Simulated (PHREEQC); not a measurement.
A column of 0.5 m (40 cells, dispersivity 0.018 m, 300 s a shift, diffusion coefficient 3e-10 m²/s) holds 0.016 eq of the database's cation exchanger X per kg of pore water, first in equilibrium with 0.00051 mol CdCl2, 0.0005 mol BaCl2 and 1e-05 mol HCl per kg of water. It is flushed with 15 mmol/kgw BaCl2, 0.69 mmol/kgw ZnCl2 and 0.01 mmol/kgw HCl, at 40 °C. Values are for the last cell. No CO2 enters from the air. Nothing may precipitate in this run.

The series has 33 steps of pore volumes, from 0 to 4.013.

The numbers come from PHREEQC with the ion-association model, phreeqc.dat.

Problem. After how many pore volumes does Zn at the outlet first reach half of its feed value?

Solution. By 1.4 pore volumes.

Complexes and solids missing from the database can't appear. Constants without temperature data keep their 25 °C values here.
